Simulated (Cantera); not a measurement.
Transport properties of process gases

Gas mixture: 83.7 % O2, 16.3 % N2, at 23.0 Pa, frozen composition.

Cantera's kinetic-theory transport with the Lennard-Jones parameters of GRI-Mech 3.0, ideal gas; thermal conductivity in the mixture-averaged form.

```json
[
 {"T (K)": "400", "ρ (kg/m³)": "0.000217", "cp (J/kg/K)": "956.7", "μ (µPa s)": "25.1", "λ (mW/m/K)": "33.7", "Pr": "0.713", "D (cm²/s) NO": "1490", "D (cm²/s) NH3": "1700", "D (cm²/s) OH": "2340"},
 {"T (K)": "650", "ρ (kg/m³)": "0.000133", "cp (J/kg/K)": "1027", "μ (µPa s)": "35.2", "λ (mW/m/K)": "51.0", "Pr": "0.708", "D (cm²/s) NO": "3420", "D (cm²/s) NH3": "4120", "D (cm²/s) OH": "5340"},
 {"T (K)": "900", "ρ (kg/m³)": "9.63e-5", "cp (J/kg/K)": "1084", "μ (µPa s)": "43.7", "λ (mW/m/K)": "66.8", "Pr": "0.709", "D (cm²/s) NO": "5910", "D (cm²/s) NH3": "7310", "D (cm²/s) OH": "9200"},
 {"T (K)": "1150", "ρ (kg/m³)": "7.54e-5", "cp (J/kg/K)": "1121", "μ (µPa s)": "51.3", "λ (mW/m/K)": "81.3", "Pr": "0.708", "D (cm²/s) NO": "8890", "D (cm²/s) NH3": "11200", "D (cm²/s) OH": "13800"},
 {"T (K)": "1400", "ρ (kg/m³)": "6.19e-5", "cp (J/kg/K)": "1148", "μ (µPa s)": "58.4", "λ (mW/m/K)": "94.7", "Pr": "0.707", "D (cm²/s) NO": "12300", "D (cm²/s) NH3": "15600", "D (cm²/s) OH": "19200"},
 {"T (K)": "1650", "ρ (kg/m³)": "5.26e-5", "cp (J/kg/K)": "1170", "μ (µPa s)": "64.9", "λ (mW/m/K)": "107", "Pr": "0.707", "D (cm²/s) NO": "16200", "D (cm²/s) NH3": "20600", "D (cm²/s) OH": "25200"},
 {"T (K)": "1900", "ρ (kg/m³)": "4.56e-5", "cp (J/kg/K)": "1189", "μ (µPa s)": "71.1", "λ (mW/m/K)": "120", "Pr": "0.707", "D (cm²/s) NO": "20500", "D (cm²/s) NH3": "26000", "D (cm²/s) OH": "31800"}
]
```
D: mixture-averaged diffusion coefficient of that species in the mixture.
